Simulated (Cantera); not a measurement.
**Reactions in the system Cl-H-Na**

Source: NASA polynomial tables (part measured, part estimated), evaluated in Cantera. Values are per mole of reaction as written; species without (g) are pure solids or liquids, kept so even where they would boil at 1 bar.

2 HCl(g) + 2 Na → H2(g) + 2 NaCl

```tsv
T (K)	ΔH° (kJ)	ΔS° (J/K)	ΔG° (kJ)	log10 K	condensed phases
700	-635.7	-201.2	-494.9	36.93	Na(l), NaCl(s)
800	-633.0	-197.5	-475.0	31.01	Na(l), NaCl(s)
900	-629.9	-193.8	-455.4	26.43	Na(l), NaCl(s)
1000	-626.2	-190.0	-436.2	22.79	Na(l), NaCl(s)
1100	-565.5	-133.4	-418.8	19.89	Na(l), NaCl(l)
1200	-560.8	-129.3	-405.7	17.66	Na(l), NaCl(l)
1300	-556.5	-125.8	-392.9	15.79	Na(l), NaCl(l)
```
